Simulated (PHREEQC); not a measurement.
Solution (20 °C): 36 mmol/kgw NH4HF2, 43 mmol/kgw H2SiF6, 4.5 mmol/kgw HBF4 and 0.044 mmol/kgw HCl. Closed to the air; pH follows from the charge balance.

Computed with PHREEQC (ion-association model, phreeqc.dat).

```csv
quantity,before,after
pH,1.34,1.85
ionic strength (mol/kgw),0.136,0.0745
F- (mol/kgw),0.00154,0.00436
HF2- (mol/kgw),0.000393,0.00105
H4SiO4 (mol/kgw),5.95e-10,5.50e-11
NH3 (mol/kgw),2.17e-10,7.64e-10
SI of Quartz (SiO2),-5.15,-6.19
```

Which change was made?
(A) HBF4 left out
(B) temperature from 20 to 85 °C
(C) HCl from 4.4e-05 to 0.00044 mol/kgw
(D) H2SiF6 from 0.043 to 0.0215 mol/kgw

D, H2SiF6 from 0.043 to 0.0215 mol/kgw

Precipitation was switched off in this run. SiF6-2 is the database's only silicon fluoride. Real BF4- forms and hydrolyses slowly; the run takes it at equilibrium.
